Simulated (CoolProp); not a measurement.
Vapour-liquid equilibrium of propane (1) + R236EA (2) at 28.65 °C; x and y are mole fractions of (1).

The numbers come from the multi-fluid Helmholtz-energy mixture model, Lemmon 2009 and Rui 2013; pair parameters Bell 2016 in CoolProp.

```
x      bubble pressure, mixture model (MPa)  bubble pressure, Raoult's law (MPa)  y, mixture model  y, Raoult's law
-----  ------------------------------------  -----------------------------------  ----------------  ---------------
0.05                                      …                               0.2740             0.367            0.190
0.125                                0.5308                               0.3347             0.574            0.390
0.2                                  0.6555                               0.3955                 …            0.528
0.275                                0.7469                               0.4562             0.715            0.629
0.35                                 0.8127                               0.5170             0.747            0.706
0.425                                0.8607                               0.5778             0.770            0.768
0.5                                  0.8976                               0.6385             0.788            0.817
0.575                                0.9282                               0.6993                 …            0.858
0.65                                 0.9557                               0.7600             0.822            0.892
0.725                                0.9818                               0.8208             0.843            0.922
0.8                                   1.006                               0.8816             0.869            0.947
0.875                                     …                               0.9423             0.904            0.969
0.95                                  1.042                                1.003             0.954            0.988
```

Problem. Complete the blanks.

Solution. 
- 0.05, bubble pressure, mixture model (MPa): 0.3663
- 0.2, y, mixture model: 0.665
- 0.575, y, mixture model: 0.804
- 0.875, bubble pressure, mixture model (MPa): 1.028

The largest gap from Raoult's law is +65.7 % in bubble pressure, at x = 0.2. No azeotrope shows between x = 0.05 and 0.95.

The pair parameters rest on a limited set of measurements; away from them the model extrapolates. With so large a gap from Raoult's law the liquid may split in two, which this calculation doesn't test in full.
